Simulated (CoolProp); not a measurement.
Hexamethyldisiloxane (MM) along the isotherm 620 K: fugacity coefficient from the reference equation and from simpler models built on Tc = 518.7 K, pc = 1.931 MPa, ω = 0.418; each cubic takes its own stable root.

The numbers come from the reference Helmholtz-energy equation of state, Thol 2016 in CoolProp.

```
p (MPa)          phase  reference
-------  -------------  ---------
0.00916            gas     0.9991
0.0174             gas     0.9983
0.0329             gas     0.9968
0.0624             gas     0.9940
0.118              gas     0.9887
0.224              gas     0.9786
0.425              gas     0.9597
0.806              gas     0.9246
1.53               gas     0.8610
2.9      supercritical     0.7541
```

How far does each simpler model (van der Waals, Redlich-Kwong, Peng-Robinson) lie from the reference over these 10 states: mean and median of the absolute difference, and the worst?


- van der Waals: mean 0.6 %, median 0.0 %, worst -4.2 % at 620 K and 2.9 MPa
- Redlich-Kwong: mean 0.7 %, median 0.1 %, worst -3.8 % at 620 K and 2.9 MPa
- Peng-Robinson: mean 0.3 %, median 0.1 %, worst -1.4 % at 620 K and 2.9 MPa
